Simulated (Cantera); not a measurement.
Feed: 1 mol Al2O3, 4.9 mol H2O, at 73.0 Pa.

These are equilibrium values from Cantera (NASA tables, ideal gas, pure condensed phases), not measurements of a reactor. Candidate condensed phases: Al, Al2O3, H2O; 19 gas species. Equilibrium is a limit: real reactors are often held back by kinetics, nucleation or transport. All values below are at 1948 K.

Base state: H2O 0.907, H2 0.0458, O2 0.0200, OH 0.0160, H 0.00895, O 0.00232 (mole fractions); condensed: Al2O3(s).

Question: What changes in the equilibrium state with this change: pressure from 73.0 Pa to 16.0 Pa?

Answer: 
```csv
species,before,after
H2O,0.907,0.841
H2,0.0458,0.0714
O2,0.0200,0.0322
H,0.00895,0.0239
OH,0.0160,0.0254
O,0.00232,0.00630
"Al2O3(s), mol",1.000,1.000
```
